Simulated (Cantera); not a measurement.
A freely propagating, adiabatic, planar premixed flame of CH4 : C2H6 : C3H8 : O2 : N2 = 1 : 0.068 : 0.075 : 3.48 : 16 (molar parts), unburnt at 573 K and 1000000 Pa; mixture-averaged transport, grid criteria slope 0.08 and curve 0.16, no radiation.

Detailed kinetics in Cantera: GRI-Mech 3.0 (53 species, 325 reactions). Burning velocities carry a grid error of a few per cent, more on coarse grids.

### Question
What does this change do: 0.15 parts H2 added?

### Answer
```csv
quantity,before,after
laminar burning velocity,21.5 cm/s,24.4 cm/s
thermal thickness,0.118 mm,0.108 mm
peak x(C2H4),0.00148,0.00147
peak x(C2H2),9.03e-5,9.73e-5
```

### Question
What does this change do: inlet temperature 573 to 700 K?

### Answer
```csv
quantity,before,after
laminar burning velocity,21.5 cm/s,39.2 cm/s
thermal thickness,0.118 mm,0.0884 mm
peak x(C2H4),0.00148,0.00162
peak x(C2H2),9.03e-5,0.000114
```
